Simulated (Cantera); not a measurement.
Input: 1 mol HI, 1.5 mol H₂O, 0.16 mol O₂, equilibrated at 2000 K and 0.230 bar.

Method: chemical equilibrium by Gibbs-energy minimisation in Cantera with the NASA 1993 tables (ideal gas, pure condensed phases). Candidate condensed phases: H₂O, I₂; 12 gas species. Kinetics and transport are ignored.

Base state: H₂O 0.612, I 0.315, H₂ 0.0506, HI 0.0204, OH 0.000921, H 0.000763, I₂ 0.000661, O₂ 5.29e-5 (mole fractions); condensed: gas only.

### Question
What changes in the equilibrium state with this change: pressure from 0.230 bar to 0.0550 bar?

### Answer
```
species    before     after
-------  --------  --------
H₂O         0.612     0.607
I           0.315     0.323
H₂         0.0506    0.0553
HI         0.0204    0.0107
I₂       0.000661  0.000167
O         1.02e-5   3.85e-5
O₂        5.29e-5  0.000182
```
